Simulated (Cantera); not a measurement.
Charge: 1 mol K2CO3, 3.1 mol CO2, 15 mol O2.

Method: chemical equilibrium by Gibbs-energy minimisation in Cantera with the NASA 1993 tables (ideal gas, pure condensed phases). Candidate condensed phases: C, K, KO2, K2CO3, K2O, K2O2; 15 gas species. Kinetics and transport are ignored.

Question: What condenses at these points (T in °C, P in Pa): (1477, 1400); (727, 52); (1627, 10); (577, 7200)?

Answer: 
```tsv
T (°C)	P in Pa	condensed phases	K condensed (%)
1477	1400	gas only	0.0
727	52	K2CO3	100.0
1627	10	gas only	0.0
577	7200	K2CO3	100.0
```
